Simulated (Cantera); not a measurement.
A Cantera script and what it prints.

```python
import numpy as np
import cantera as ct

gas_names = """
    CL CL2 H HCL H2 Si SiCL SiCL2 SiCL3 SiCL4 SiH SiHCL3 SiH2 SiH2CL2 SiH3 SiH3CL SiH4 Si2 Si3
""".split()
cond_names = """
    Si(cr) Si(L)
""".split()


# ... load() reads the species with a 1 bar reference pressure and builds the phases ...
atoms = {
    'Si2Cl6': {'Si': 2, 'CL': 6},
    'H2': {'H': 2},
}
top_T = {}  # K; cautious upper limits of use, not melting points


# ... equilibrate(T, P, feed) seeds the gas with the atoms and calls Mixture.equilibrate('TP', solver="vcs", rtol=1e-11, max_steps=5000) ...
results = []
feed = {'Si2Cl6': 1, 'H2': 26}  # mol
T = 1573  # K
for P in [100, 460, 2100, 9600, 44000, 200000]:
    mix = equilibrate(T, P, feed)
    results.append((T, P, feed, dict(zip(mix.species_names, mix.species_moles))))

top = {s: max(r[3][s] / sum(r[3][g] for g in gas_names) for r in results) for s in gas_names}
cols = sorted((s for s in top if top[s] > 0.001), key=lambda s: -top[s])[:9]
seen = [c for c in cond_names if any(r[3].get(c, 0) > 1e-12 for r in results)]
print("log10 of partial pressures in bar; condensed amounts in mol")
print(f"{'P/Pa':>10s}" + "".join(f"{s[:9]:>10s}" for s in cols + seen))
for T, P, feed, n in results:
    ng = sum(n[g] for g in gas_names)
    print(f"{P:10.4g}" + "".join(f"{np.log10(max(n[s] / ng * P / 1e5, 1e-99)):10.3f}" for s in cols)
          + "".join(f"{n.get(c, 0):10.4g}" for c in seen))
```

Result:

```
log10 of partial pressures in bar; condensed amounts in mol
      P/Pa        H2       HCL     SiCL2     SiCL3    SiHCL3     SiCL4         H   SiH2CL2    Si(cr)
       100    -3.075    -3.961    -4.317    -6.539    -8.332    -8.340    -5.929    -9.106    0.5897
       460    -2.412    -3.299    -3.657    -5.549    -7.010    -7.020    -5.597    -7.783    0.5912
      2100    -1.752    -2.643    -3.005    -4.570    -5.701    -5.715    -5.267    -6.470    0.5914
      9600    -1.091    -1.992    -2.362    -3.606    -4.407    -4.430    -4.936    -5.167    0.5913
   4.4e+04    -0.427    -1.352    -1.746    -2.682    -3.151    -3.198    -4.604    -3.887    0.5911
     2e+05     0.236    -0.743    -1.192    -1.850    -1.988    -2.089    -4.273    -2.670    0.5823
```

Equilibrium computed with Cantera from the NASA thermochemical tables; the gas is ideal and each condensed phase is pure. The feed counts by its element totals alone. The tables' values for SiCl3, SiCl are old estimates; treat these amounts as uncertain.
